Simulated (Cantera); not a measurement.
Input (Python, Cantera) and output of one run.

```python
import numpy as np
import cantera as ct

gas_names = [...]  # 110 gases of nasa_gas.yaml made of C, H, N
cond_names = """
    C(gr) C6H6(L) C7H8(L) C8H18(L),n-octa
""".split()


# ... load() reads the species with a 1 bar reference pressure and builds the phases ...
atoms = {
    'C6H6': {'C': 6, 'H': 6},
    'NH3': {'N': 1, 'H': 3},
    'H2': {'H': 2},
}
top_T = {'C(gr)': 4500}  # K; cautious upper limits of use, not melting points


# ... equilibrate(T, P, feed) seeds the gas with the atoms and calls Mixture.equilibrate('TP', solver="vcs", rtol=1e-11, max_steps=5000) ...
results = []
feed = {'C6H6': 1, 'NH3': 1.5, 'H2': 18}  # mol
P = 46  # Pa
for T in [2000, 2500, 3000, 3500, 4000, 4500, 5000]:
    mix = equilibrate(T, P, feed)
    results.append((T, P, feed, dict(zip(mix.species_names, mix.species_moles))))
    x = sorted(zip(gas.X, gas.species_names), reverse=True)
    print(f"T = {T:g} K  P = {P:g} Pa  gas = {mix.phase_moles(0):.4g} mol")
    print("   x: " + "  ".join(f"{s} {v:.3e}" for v, s in x if v > 0.001))
    print("   condensed (mol): " + ("  ".join(f"{mix.phase(i).name} {mix.phase_moles(i):.4g}"
          for i in range(1, mix.n_phases) if mix.phase_moles(i) > 1e-12) or "none"))
```

Result:

```
T = 2000 K  P = 46 Pa  gas = 24.89 mol
   x: H2 8.961e-01  H 7.178e-02  N2 2.887e-02  HCN 2.372e-03
   condensed (mol): C(gr) 5.903
T = 2500 K  P = 46 Pa  gas = 35.84 mol
   x: H 6.566e-01  H2 3.137e-01  N2 1.766e-02  HCN 5.271e-03  C2H2,acetylene 3.394e-03  C3 1.081e-03
   condensed (mol): C(gr) 5.346
T = 3000 K  P = 46 Pa  gas = 49.73 mol
   x: H 9.028e-01  C 3.471e-02  C3 2.120e-02  H2 1.504e-02  N2 1.193e-02  C2 6.837e-03  CN 5.227e-03
   condensed (mol): none
T = 3500 K  P = 46 Pa  gas = 53.01 mol
   x: H 8.751e-01  C 1.053e-01  N2 1.198e-02  CN 3.169e-03  C2 1.894e-03  N 1.131e-03  H2 1.010e-03
   condensed (mol): none
T = 4000 K  P = 46 Pa  gas = 53.43 mol
   x: H 8.701e-01  C 1.111e-01  N2 9.546e-03  N 8.086e-03
   condensed (mol): none
T = 4500 K  P = 46 Pa  gas = 53.85 mol
   x: H 8.635e-01  C 1.110e-01  N 2.211e-02  N2 2.776e-03
   condensed (mol): none
T = 5000 K  P = 46 Pa  gas = 54.03 mol
   x: H 8.606e-01  C 1.101e-01  N 2.712e-02
   condensed (mol): none
```

Cantera equilibrium calculation (NASA polynomials, part measured and part estimated; ideal gas, pure solids and liquids).
